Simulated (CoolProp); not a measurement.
Saturation properties of nitrogen.

Values from CoolProp's reference Helmholtz-energy equation of state, Span 2000.

```json
[
 {"T (K)": "72.9", "p (MPa)": "0.05788", "liquid density (kg/m³)": "825.9", "vapour density (kg/m³)": "2.754", "liquid viscosity (µPa s)": "193", "vapour viscosity (µPa s)": "___"},
 {"T (K)": "76.1", "p (MPa)": "0.08716", "liquid density (kg/m³)": "811.8", "vapour density (kg/m³)": "___", "liquid viscosity (µPa s)": "169", "vapour viscosity (µPa s)": "5.35"},
 {"T (K)": "79.3", "p (MPa)": "___", "liquid density (kg/m³)": "797.2", "vapour density (kg/m³)": "___", "liquid viscosity (µPa s)": "149", "vapour viscosity (µPa s)": "5.60"},
 {"T (K)": "82.5", "p (MPa)": "0.1785", "liquid density (kg/m³)": "782.2", "vapour density (kg/m³)": "7.789", "liquid viscosity (µPa s)": "132", "vapour viscosity (µPa s)": "5.85"},
 {"T (K)": "85.8", "p (MPa)": "___", "liquid density (kg/m³)": "766.2", "vapour density (kg/m³)": "10.55", "liquid viscosity (µPa s)": "___", "vapour viscosity (µPa s)": "6.12"},
 {"T (K)": "89", "p (MPa)": "0.3306", "liquid density (kg/m³)": "750.2", "vapour density (kg/m³)": "13.89", "liquid viscosity (µPa s)": "106", "vapour viscosity (µPa s)": "___"},
 {"T (K)": "92.2", "p (MPa)": "0.4332", "liquid density (kg/m³)": "733.5", "vapour density (kg/m³)": "17.98", "liquid viscosity (µPa s)": "___", "vapour viscosity (µPa s)": "6.68"},
 {"T (K)": "95.4", "p (MPa)": "0.5573", "liquid density (kg/m³)": "716.0", "vapour density (kg/m³)": "22.95", "liquid viscosity (µPa s)": "86.9", "vapour viscosity (µPa s)": "6.97"},
 {"T (K)": "98.6", "p (MPa)": "0.7053", "liquid density (kg/m³)": "697.7", "vapour density (kg/m³)": "28.96", "liquid viscosity (µPa s)": "79.0", "vapour viscosity (µPa s)": "7.29"},
 {"T (K)": "101.9", "p (MPa)": "0.8857", "liquid density (kg/m³)": "677.7", "vapour density (kg/m³)": "36.45", "liquid viscosity (µPa s)": "71.6", "vapour viscosity (µPa s)": "7.63"}
]
```

**Question.** Complete the blanks.

**Answer.** 
- 72.9, vapour viscosity (µPa s): 5.10
- 76.1, vapour density (kg/m³): 4.014
- 79.3, p (MPa): 0.1267
- 79.3, vapour density (kg/m³): 5.668
- 85.8, p (MPa): 0.2470
- 85.8, liquid viscosity (µPa s): 118
- 89, vapour viscosity (µPa s): 6.39
- 92.2, liquid viscosity (µPa s): 95.9

It boils at 77.4 K under 1 atm.

Viscosity comes from a separate model (Lemmon 2004).
